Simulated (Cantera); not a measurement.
Input: 1 mol Cu₂O, 2800 mol H₂, 12 mol N₂, at 1 atm.

These are equilibrium values from Cantera (NASA tables, ideal gas, pure condensed phases), not measurements of a reactor. Candidate condensed phases: Cu, CuO, Cu(OH)₂, Cu₂O, H₂O; 27 gas species. Equilibrium is a limit: real reactors are often held back by kinetics, nucleation or transport.

x: gas mole fraction; n: condensed amount in mol.

```csv
T (K),x H₂,x N₂,x NH₃,x H₂O,x H,x Cu,n Cu(s),n Cu(l)
600,0.994,0.00311,0.00233,0.000356,<1e-12,<1e-12,2.00,0
675,0.995,0.00386,0.000818,0.000356,<1e-12,<1e-12,2.00,0
750,0.995,0.00410,(withheld),0.000356,<1e-12,<1e-12,2.00,0
825,0.995,0.00419,0.000152,0.000356,7.86e-12,<1e-12,2.00,0
900,0.995,0.00423,7.92e-5,0.000356,1.16e-10,<1e-12,2.00,0
975,0.995,0.00424,4.52e-5,0.000356,1.13e-9,5.50e-12,2.00,0
1050,0.995,0.00425,2.78e-5,0.000356,8.04e-9,1.04e-10,2.00,0
1125,0.995,0.00426,1.82e-5,0.000356,4.40e-8,1.32e-9,2.00,0
1200,0.995,0.00426,1.26e-5,0.000356,1.96e-7,1.21e-8,2.00,0
1275,0.995,0.00426,9.02e-6,0.000356,7.31e-7,8.54e-8,2.00,0
1350,0.995,0.00426,6.72e-6,0.000356,2.36e-6,4.83e-7,2.00,0
1425,0.995,0.00426,(withheld),0.000356,(withheld),(withheld),0,1.99
1500,0.995,0.00427,4.07e-6,0.000356,1.74e-5,8.12e-6,0,1.98
1575,0.995,0.00427,3.28e-6,0.000356,4.12e-5,2.70e-5,0,1.92
```

Task: Complete the blanks.

Result: 
- 1425, x NH₃: 5.16e-6
- 1425, x H: 6.76e-6
- 1425, x Cu: 2.14e-6
- 750, x NH₃: 0.000329
